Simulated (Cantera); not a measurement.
A closed system holds: 1 mol PbO, 0.1 mol CO, 97 mol H2, at 1177 °C and 1.30 bar.

Cantera equilibrium calculation (NASA polynomials, part measured and part estimated; ideal gas, pure solids and liquids). Candidate condensed phases: C, C6H6, C7H8, C8H18, H2O, Pb, PbO, PbO2, Pb3O4; 113 gas species. Rates play no part.

Base state: H2 0.979, H2O 0.0102, Pb 0.0102, CO 0.00101 (mole fractions); condensed: gas only.

Problem. What changes in the equilibrium state with this change: temperature from 1177 °C to 750 °C?

Solution. 
```tsv
species	before	after
H2	0.979	0.988
H2O	0.0102	0.0111
CH4	1.30e-6	0.000772
Pb	0.0102	2.05e-5
CO	0.00101	0.000256
Pb(l), mol	0	0.998
```
